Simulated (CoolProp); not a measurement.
Dodecamethylcyclohexasiloxane (D6) at several states: density (kg/m³) from the reference equation and from simpler models built on Tc = 645.8 K, pc = 0.9614 MPa, ω = 0.736; each cubic takes its own stable root.

Model: reference Helmholtz-energy equation of state, Colonna 2008, in CoolProp. It is a short technical equation, of lower accuracy than the large ones.

```tsv
T (K)	p (MPa)	phase	reference
619.4	2.08	liquid	566.0
346.9	3.52	liquid	925.2
299.7	0.616	liquid	968.0
583.2	0.578	liquid	598.5
```

Q: How far does each simpler model (Soave-Redlich-Kwong, Peng-Robinson) lie from the reference over these 4 states: mean and median of the absolute difference, and the worst?

A: 
- Soave-Redlich-Kwong: mean 10.2 %, median 10.1 %, worst -13.3 % at 299.7 K and 0.616 MPa
- Peng-Robinson: mean 2.6 %, median 2.9 %, worst +4.0 % at 619.4 K and 2.08 MPa
